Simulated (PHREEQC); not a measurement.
0.19 g of hydrous ferric oxide (600 m²/g; 0.2 weak and 0.005 strong sites per Fe, Dzombak-Morel constants, diffuse double layer) in 1 kg of water with 0.3 mol/kgw of an inert sodium salt and 5.2e-05 mol ZnSO4 and 4.3e-06 mol Na2HAsO4, at 25 °C; the pH is set by adding NaOH or the inert anion's acid. Oxygen alone is held at its pressure in air (log pO2 = -0.68). The system is closed to CO2. Precipitation was switched off in this run.

Base run: PHREEQC, ion-association model, wateq4f.dat. Each further column changes one thing. The table gives Zn sorbed (%).

| pH | base | no electrostatic term (-no_edl) | background salt from 0.3 to 0.03 mol/kgw | oxide from 0.19 to 0.95 g/kgw | 0.0011 mol/kgw Na2SO4 added |
|---|---|---|---|---|---|
| 4 | 0.0 | 0.0 | 0.0 | 0.1 | 0.0 |
| 4.5 | 0.1 | 0.2 | 0.2 | … | 0.1 |
| 5 | 1.2 | … | 1.6 | … | … |
| 5.5 | 6.6 | 8.9 | 8.2 | … | 7.5 |
| 6 | 17.6 | 22.1 | 19.4 | 62.5 | 18.7 |
| 6.5 | 32.9 | 47.8 | 36.1 | 88.1 | 34.5 |
| 7 | 65.2 | 83.7 | 69.4 | … | 66.8 |
| 7.5 | 91.1 | 96.4 | 93.2 | 99.7 | 91.3 |
| 8 | 98.4 | 99.0 | 99.0 | 100.0 | 98.4 |
| 8.5 | 99.7 | 99.5 | 99.8 | 100.0 | 99.7 |
| 9 | 99.8 | … | 99.9 | 100.0 | 99.8 |
| 9.5 | 99.8 | 96.4 | 99.9 | 100.0 | 99.8 |
| 10 | 99.7 | 77.7 | 99.8 | 100.0 | 99.7 |

Question: Complete the blanks.

Answer: 
- 4.5, oxide from 0.19 to 0.95 g/kgw: 0.7
- 5, no electrostatic term (-no_edl): 1.5
- 5, oxide from 0.19 to 0.95 g/kgw: 5.4
- 5, 0.0011 mol/kgw Na2SO4 added: 1.3
- 5.5, oxide from 0.19 to 0.95 g/kgw: 26.7
- 7, oxide from 0.19 to 0.95 g/kgw: 97.7
- 9, no electrostatic term (-no_edl): 99.3

The database has no arsenate complexes of Zn. In at least one series the solution becomes supersaturated in solids that the run did not let form, among them Zincite(c).
